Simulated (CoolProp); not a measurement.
A simple Rankine cycle with water: condensing at 297.15 K, boiler at 9.45 MPa, turbine inlet 595 K, turbine efficiency 0.7, pump efficiency 0.8, no recuperator. Each further row changes one setting.

Values from CoolProp's reference Helmholtz-energy equation of state, Wagner 2002.

```csv
case,thermal efficiency (%),net work (kJ/kg),heat in (kJ/kg),turbine exit temperature (K),volume ratio over the turbine
as stated,28.1,760,2710,297.1,1720
turbine inlet 615 K,28.3,792,2800,297.1,1610
condensing temperature 289.15 K,28.8,791,2740,289.1,2720
boiler pressure 6.61 MPa,27.5,778,2830,297.1,1110
turbine efficiency 0.6,24.0,650,2710,297.1,1810
```

The expansion ends wet for: as stated; turbine inlet 615 K; condensing temperature 289.15 K; boiler pressure 6.61 MPa; turbine efficiency 0.6.
